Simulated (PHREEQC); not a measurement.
Synthetic water in mg/kgw, 25 °C, pH 6.6, pe 11.1:

| constituent | mg/kgw |
|---|---|
| Na | 6.54 |
| K | 7.85 |
| Ca | 80.5 |
| Mg | 28.8 |
| Cl | 39.2 |
| S(6) as SO4 | 4.72 |
| Alkalinity as HCO3 | 350 |
| Sr | 15.2 |

Valence states are taken as typed.

Equilibrium calculation in PHREEQC: ion-association model, phreeqc.dat.

Precipitation was switched off in this run.

Problem. Estimate the specific conductance, charge-balance error.

Solution. specific conductance 661 µS/cm; charge-balance error 2.0 %.

Problem. In which forms is Sr present?

Solution. Sr+2 94 %, SrHCO3+ 5.4 % of the Sr.
